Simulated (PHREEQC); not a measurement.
Make-up at 66 °C: 0.015 mol CuSO4 and 3.8e-05 mol NaF per kg of water. Closed to the air; pH follows from the charge balance.

Computed with PHREEQC (ion-association model, wateq4f.dat).

```tsv
quantity	before	after
pH	4.42	4.71
ionic strength (mol/kgw)	0.0382	0.00947
```

Problem. Which change was made?
A. CuSO4 left out
B. 0.013 mol/kgw NaHCO3 added
C. NaF replaced by NaNO3 at the same molality
D. temperature from 66 to 90 °C
E. diluted 5-fold with water

Solution. E, diluted 5-fold with water

This is a speciation only: nothing precipitates in the calculation. Some of these states are supersaturated (in Tenorite (slow to form), for instance). At this temperature some constants are extrapolated from 25 °C, and those without enthalpy data are left unchanged.
